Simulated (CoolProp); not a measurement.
The numbers come from the reference Helmholtz-energy equation of state, Wagner 2002 in CoolProp.

Problem. Give the vapour pressure (kPa), enthalpy of vaporisation (kJ/kg), surface tension (mN/m), liquid viscosity (µPa s) of saturated water at 469.3, 501, 508.9 K.

Solution. 
| T (K) | p (kPa) | enthalpy of vaporisation (kJ/kg) | surface tension (mN/m) | liquid viscosity (µPa s) |
|---|---|---|---|---|
| 469.3 | 1430 | 1950 | 38.4 | 137 |
| 501 | 2690 | 1820 | 31.0 | 117 |
| 508.9 | 3100 | 1790 | 29.2 | 113 |

Viscosity comes from a separate model (Huber 2009). Surface tension comes from a separate correlation (Mulero 2012).
